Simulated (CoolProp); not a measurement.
Computed with CoolProp (reference Helmholtz-energy equation of state, Akasaka 2022).

Q: Give the vapour pressure (kPa), vapour density (kg/m³), liquid cp (kJ/(kg K)) of saturated R1233zd(E) at 345.3, 356.5, 395.7 K.

A: 
| T (K) | p (kPa) | vapour density (kg/m³) | liquid cp (kJ/(kg K)) |
|---|---|---|---|
| 345.3 | 541 | 28.5 | 1.30 |
| 356.5 | 714 | 37.7 | 1.34 |
| 395.7 | 1660 | 95.2 | 1.56 |
